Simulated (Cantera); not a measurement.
A Cantera script and what it prints.

```python
import numpy as np
import cantera as ct

gas_names = """
    H HO2 H2 H2O H2O2 O OH O2 O3 Pb PbO Pb2
""".split()
cond_names = """
    H2O(s) H2O(L) Pb(cr) Pb(L) PbO(rd) PbO(yw) PbO(L) PbO2(s) Pb3O4(s)
""".split()


# ... load() reads the species with a 1 bar reference pressure and builds the phases ...
atoms = {
    'Pb': {'Pb': 1},
    'O2': {'O': 2},
    'H2': {'H': 2},
}
top_T = {'Pb3O4(s)': 820}  # K; cautious upper limits of use, not melting points


# ... equilibrate(T, P, feed) seeds the gas with the atoms and calls Mixture.equilibrate('TP', solver="vcs", rtol=1e-11, max_steps=5000) ...
results = []
feed = {'Pb': 1, 'O2': 0.86, 'H2': 6}  # mol
T = 1548  # K
for P in [10, 52, 270, 1400, 7200, 37000, 190000, 1000000]:
    mix = equilibrate(T, P, feed)
    results.append((T, P, feed, dict(zip(mix.species_names, mix.species_moles))))

top = {s: max(r[3][s] / sum(r[3][g] for g in gas_names) for r in results) for s in gas_names}
cols = sorted((s for s in top if top[s] > 0.001), key=lambda s: -top[s])[:5]
seen = [c for c in cond_names if any(r[3].get(c, 0) > 1e-12 for r in results)]
print("log10 of partial pressures in bar; condensed amounts in mol")
print(f"{'P/Pa':>10s}" + "".join(f"{s[:9]:>10s}" for s in cols + seen))
for T, P, feed, n in results:
    ng = sum(n[g] for g in gas_names)
    print(f"{P:10.4g}" + "".join(f"{np.log10(max(n[s] / ng * P / 1e5, 1e-99)):10.3f}" for s in cols)
          + "".join(f"{n.get(c, 0):10.4g}" for c in seen))
```

Output:

```
log10 of partial pressures in bar; condensed amounts in mol
      P/Pa        H2       H2O        Pb         H     Pb(L)
        10    -4.215    -4.610    -4.846    -6.619         0
        52    -3.498    -3.894    -4.129    -6.261         0
       270    -2.783    -3.178    -3.414    -5.903         0
      1400    -2.068    -2.464    -2.699    -5.545         0
      7200    -1.356    -1.752    -1.988    -5.190         0
   3.7e+04    -0.626    -1.022    -1.415    -4.825    0.3032
   1.9e+05     0.123    -0.273    -1.415    -4.450    0.8759
     1e+06     0.852     0.456    -1.415    -4.086    0.9768
```

These are equilibrium values from Cantera (NASA tables, ideal gas, pure condensed phases), not measurements of a reactor.
